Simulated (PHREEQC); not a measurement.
Dissolve 0.0015 mol/kgw MnSO4, 0.014 mol/kgw HCl and 0.0023 mol/kgw Na2SO4 at 25 °C. Closed to the air; pH follows from the charge balance.

All values are PHREEQC results (ion-association model, phreeqc.dat), not measurements.

Problem. The ionic strength comes out as 0.0232 mol/kgw. What activity coefficients do Cl-, Na+, SO4-2, H+, Mn+2 get?

Solution. Cl- 0.86, Na+ 0.86, SO4-2 0.56, H+ 0.88, Mn+2 0.58.

This is a speciation only: nothing precipitates in the calculation.
